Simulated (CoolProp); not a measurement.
Decamethyltetrasiloxane (MD2M) along the isotherm 326.85 °C: fugacity coefficient from the reference equation and from simpler models built on Tc = 326.2 °C, pc = 11.44 bar, ω = 0.635; each cubic takes its own stable root.

Computed with CoolProp (reference Helmholtz-energy equation of state, Thol 2017).

```csv
p (bar),phase,reference
0.362,gas,0.9899
0.686,gas,0.9809
1.3,gas,0.9639
2.46,gas,0.9320
4.67,gas,0.8720
8.86,gas,0.7570
16.8,supercritical,0.5007
31.8,supercritical,0.3209
60.3,supercritical,0.2362
114,supercritical,0.2232
```

**Question.** How far does each simpler model (van der Waals, Redlich-Kwong) lie from the reference over these 10 states: mean and median of the absolute difference, and the worst?

**Answer.** 
- van der Waals: mean 12.7 %, median 1.4 %, worst +66.3 % at 326.85 °C and 114 bar
- Redlich-Kwong: mean 2.8 %, median 0.7 %, worst +11.9 % at 326.85 °C and 114 bar
